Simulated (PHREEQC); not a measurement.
A made-up water analysis in mg/L, 25 °C, pH 7.54, pe 2.3: Na 894; K 698; Ca 12; Mg 368; Cl 2620; S(6) as SO4 615; Alkalinity as HCO3 47.2; Fe(2) 0.94.

Valence states are taken as typed.

Model: ion-association model, phreeqc.dat, run in PHREEQC.

This is a speciation only: nothing precipitates in the calculation.

Task: Order these Fe species by the share of Fe that they hold, largest first: FeCO3, Fe+2, FeSO4, FeCl+, FeHCO3+.

Result: Fe+2 (84 %), FeSO4 (8.8 %), FeCl+ (3.4 %), FeHCO3+ (2.4 %), FeCO3 (0.71 %)

Task: Order these Ca species by the share of Ca that they hold, largest first: CaHCO3+, CaSO4, Ca+2.

Result: Ca+2 (90 %), CaSO4 (9.2 %), CaHCO3+ (0.31 %)

The pH is 7.54 and the ionic strength 0.101 mol/kgw.
